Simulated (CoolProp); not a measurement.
Vapour-liquid equilibrium of benzene (1) + toluene (2) at 178.45 °C; x and y are mole fractions of (1).

Computed with CoolProp (multi-fluid Helmholtz-energy mixture model, Thol 2012 and Lemmon 2006; pair parameters Bell 2016).

```json
[
 {"x": "0.05", "bubble pressure (MPa)": "0.5248", "y at the bubble point": "0.086", "dew pressure at overall composition x (MPa)": "0.5149", "liquid density (mol/L)": "7.692"},
 {"x": "0.2", "bubble pressure (MPa)": "0.5953", "y at the bubble point": "0.308", "dew pressure at overall composition x (MPa)": "0.5588", "liquid density (mol/L)": "7.856"},
 {"x": "0.35", "bubble pressure (MPa)": "0.6675", "y at the bubble point": "0.489", "dew pressure at overall composition x (MPa)": "0.6105", "liquid density (mol/L)": "8.027"},
 {"x": "0.5", "bubble pressure (MPa)": "0.7414", "y at the bubble point": "0.640", "dew pressure at overall composition x (MPa)": "0.6722", "liquid density (mol/L)": "8.203"},
 {"x": "0.65", "bubble pressure (MPa)": "0.8169", "y at the bubble point": "0.767", "dew pressure at overall composition x (MPa)": "0.7470", "liquid density (mol/L)": "8.386"},
 {"x": "0.8", "bubble pressure (MPa)": "0.8940", "y at the bubble point": "0.876", "dew pressure at overall composition x (MPa)": "0.8391", "liquid density (mol/L)": "8.575"},
 {"x": "0.95", "bubble pressure (MPa)": "0.9728", "y at the bubble point": "0.971", "dew pressure at overall composition x (MPa)": "0.9545", "liquid density (mol/L)": "8.772"}
]
```

No azeotrope shows between x = 0.05 and 0.95.

Pair parameters are fitted to limited data, so mixtures are less certain than the pure fluids.
